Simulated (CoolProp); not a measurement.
Vapour-liquid equilibrium of R22 (1) + R123 (2) at 4.2 bar; x and y are mole fractions of (1).

Computed with CoolProp (multi-fluid Helmholtz-energy mixture model, Kamei 1995 and Younglove 1994; pair parameters Bell 2016).

```json
[
 {"x": "0.05", "bubble temperature, mixture model (°C)": "65.0", "bubble temperature, Raoult's law (°C)": "62.5", "y, mixture model": "0.234", "y, Raoult's law": "0.305"},
 {"x": "0.15", "bubble temperature, mixture model (°C)": "49.0", "bubble temperature, Raoult's law (°C)": "45.6", "y, mixture model": "0.554", "y, Raoult's law": "0.626"},
 {"x": "0.25", "bubble temperature, mixture model (°C)": "36.2", "bubble temperature, Raoult's law (°C)": "33.6", "y, mixture model": "0.733", "y, Raoult's law": "0.778"},
 {"x": "0.35", "bubble temperature, mixture model (°C)": "26.2", "bubble temperature, Raoult's law (°C)": "24.6", "y, mixture model": "0.834", "y, Raoult's law": "0.861"},
 {"x": "0.45", "bubble temperature, mixture model (°C)": "18.5", "bubble temperature, Raoult's law (°C)": "17.6", "y, mixture model": "0.893", "y, Raoult's law": "0.910"},
 {"x": "0.55", "bubble temperature, mixture model (°C)": "12.3", "bubble temperature, Raoult's law (°C)": "11.8", "y, mixture model": "0.930", "y, Raoult's law": "0.942"},
 {"x": "0.65", "bubble temperature, mixture model (°C)": "7.4", "bubble temperature, Raoult's law (°C)": "7.0", "y, mixture model": "0.954", "y, Raoult's law": "0.963"},
 {"x": "0.75", "bubble temperature, mixture model (°C)": "3.2", "bubble temperature, Raoult's law (°C)": "3.0", "y, mixture model": "0.972", "y, Raoult's law": "0.978"},
 {"x": "0.85", "bubble temperature, mixture model (°C)": "-0.4", "bubble temperature, Raoult's law (°C)": "-0.6", "y, mixture model": "0.985", "y, Raoult's law": "0.989"},
 {"x": "0.95", "bubble temperature, mixture model (°C)": "-3.6", "bubble temperature, Raoult's law (°C)": "-3.7", "y, mixture model": "0.995", "y, Raoult's law": "0.997"}
]
```

The largest gap from Raoult's law is +3.4 K in bubble temperature, at x = 0.15. No azeotrope shows between x = 0.05 and 0.95.

The pair parameters rest on a limited set of measurements; away from them the model extrapolates.
